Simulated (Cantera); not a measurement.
An isothermal, constant-pressure homogeneous reactor starts with 20.0 % CH4, 80.0 % CO2, at 1425 K and 0.237 atm.

Computed with Cantera and GRI-Mech 3.0 (53 species, 325 reactions).

One state of this run: x CH4 = 0.194; x CO2 = 0.797; x H2 = 0.00523; x HO2 = <1e-12; x CH2 = 1.41e-9; x H2O = 0.000548. x: mole fraction; the columns are a selection and need not sum to one.

Q: Which value of t (s) does it belong to?
(A) 0.000247
(B) 0.0224
(C) 0.00727
(D) 0.214

A: D, 0.214
